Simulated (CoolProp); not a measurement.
trans-2-butene at 298.15 K and 3.35 MPa is throttled through a valve to 0.654 MPa with no heat exchange. Each further row changes one setting.

Model: reference Helmholtz-energy equation of state, Lemmon 2005, in CoolProp. It is a short technical equation, of lower accuracy than the large ones.

| case | temperature change (K) | final phase | final density (kg/m³) |
|---|---|---|---|
| as stated | (withheld) | liquid | 598 |
| outlet pressure 0.196 MPa | (withheld) | (withheld) | (withheld) |
| outlet pressure 0.85 MPa | (withheld) | liquid | (withheld) |

What belongs in the gaps?


- as stated, temperature change (K): +0.8
- outlet pressure 0.196 MPa, temperature change (K): -5.5
- outlet pressure 0.196 MPa, final phase: two-phase, vapour fraction 0.039
- outlet pressure 0.196 MPa, final density (kg/m³): 105
- outlet pressure 0.85 MPa, temperature change (K): +0.7
- outlet pressure 0.85 MPa, final density (kg/m³): 599
